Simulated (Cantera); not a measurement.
Feed: 1 mol KCl, 0.19 mol H2, at 0.250 Pa.

Cantera equilibrium calculation (NASA polynomials, part measured and part estimated; ideal gas, pure solids and liquids). Candidate condensed phases: K, KCl; 10 gas species. Rates play no part. All values below are at 450 °C.

Base state: H2 0.997, KCl 0.00305, K2Cl2 0.000350 (mole fractions); condensed: KCl(s).

Problem. What changes in the equilibrium state with this change: KCl replaced by MgCl2?

Solution. 
| species | before | after |
|---|---|---|
| H2 | 0.997 | 0.999 |
| MgCl2 | 0 | 0.00135 |
| KCl | 0.00305 | 0 |
| K2Cl2 | 0.000350 | 0 |
| KCl(s), mol | 0.999 | 0 |
| MgCl2(s), mol | 0 | 1.000 |
Further candidate phases: Mg, MgCl2.
